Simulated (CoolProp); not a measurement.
Model: reference Helmholtz-energy equation of state, Lemmon 2006, in CoolProp. It is a short technical equation, of lower accuracy than the large ones.

**Question.** For nitrous oxide, give the phase and the density (kg/m³), cv (kJ/(kg K)), isothermal compressibility (1/MPa), expansivity (1/kK) at -25.15 °C and 11.1 MPa.

**Answer.** 
- -25.15 °C and 11.1 MPa: liquid; density 1050, cv 0.913, isothermal compressibility 0.00287, expansivity 3.31
